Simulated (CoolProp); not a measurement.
n-hexane along the isobar 34.2 bar: fugacity coefficient from the reference equation and from simpler models built on Tc = 507.8 K, pc = 30.44 bar, ω = 0.300; each cubic takes its own stable root.

Values from CoolProp's reference Helmholtz-energy equation of state, Thol 2019.

```tsv
T (K)	phase	reference	van der Waals	Redlich-Kwong
248.7	liquid	0.0004996	0.02900	0.001887
254.2	liquid	0.0007126	0.03332	0.002555
259.7	liquid	0.0009982	0.03805	0.003403
265.2	liquid	0.001375	0.04320	0.004463
270.7	liquid	0.001864	0.04879	0.005769
276.2	liquid	0.002490	0.05482	0.007359
281.7	liquid	0.003281	0.06131	0.009272
287.2	liquid	0.004268	0.06825	0.01155
292.7	liquid	0.005484	0.07566	0.01422
298.2	liquid	0.006966	0.08354	0.01735
303.7	liquid	0.008755	0.09189	0.02095
309.2	liquid	0.01089	0.1007	0.02508
314.6	liquid	0.01337	0.1098	0.02969
320.1	liquid	0.01633	0.1196	0.03497
325.6	liquid	0.01977	0.1298	0.04090
331.1	liquid	0.02375	0.1405	0.04749
```
